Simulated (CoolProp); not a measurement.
Saturation properties of R365MFC.

The numbers come from the reference Helmholtz-energy equation of state, Lemmon 2016 in CoolProp.

```
T (K)  p (MPa)  liquid density (kg/m³)  vapour density (kg/m³)  liquid cp (kJ/(kg K))  surface tension (mN/m)
-----  -------  ----------------------  ----------------------  ---------------------  ----------------------
308.4  0.08454                    1235                   5.087                  1.398                       …
314.8        …                    1221                   6.340                  1.411                    13.2
321.2   0.1333                    1206                   7.827                  1.425                    12.5
327.5   0.1643                    1192                   9.548                  1.439                    11.8
333.9   0.2012                    1177                   11.59                  1.455                    11.2
340.2   0.2435                    1162                   13.93                  1.470                    10.5
346.6   0.2932                    1146                   16.68                  1.487                       …
352.9   0.3494                    1130                   19.79                  1.505                    9.15
359.3   0.4146                    1113                   23.42                      …                    8.50
365.6   0.4874                    1097                   27.52                  1.543                    7.86
372          …                    1079                       …                      …                    7.22
```

Problem. What belongs in the gaps?

Solution. 
- 308.4, surface tension (mN/m): 13.9
- 314.8, p (MPa): 0.1067
- 346.6, surface tension (mN/m): 9.81
- 359.3, liquid cp (kJ/(kg K)): 1.523
- 372, p (MPa): 0.5710
- 372, vapour density (kg/m³): 32.28
- 372, liquid cp (kJ/(kg K)): 1.565

It boils at 313.3 K under 1 atm.

Surface tension comes from a separate correlation (Mulero 2012).
